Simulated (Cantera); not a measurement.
A jet of 2.20 % H2, 11.0 % O2, 86.8 % N2, equivalence ratio 0.10 at 300 K and 0.0878 atm hits a platinum plate 4 cm away at a mass flux of 0.094 kg/m²/s; the plate temperature is set and raised in steps from an oxygen-covered start.

Computed with Cantera and Deutschmann's 1995 Pt surface mechanism with GRI-Mech 3.0 gas chemistry. Catalytic surfaces can have several steady states; this one follows from the mechanism file's or the stated starting coverage.

One state of this run: wall x H2 = 0.000826; wall x O2 = 0.0876; wall x H2O = 0.0397; wall x OH = 1.13e-7; θ free Pt = 0.279; θ O* = 0.720; θ OH* = 0.00145. x: mole fraction at the wall; θ: surface coverage.

### Question
Which value of plate T (K) does it belong to?
(A) 700
(B) 900
(C) 950
(D) 850

### Answer
C, 950
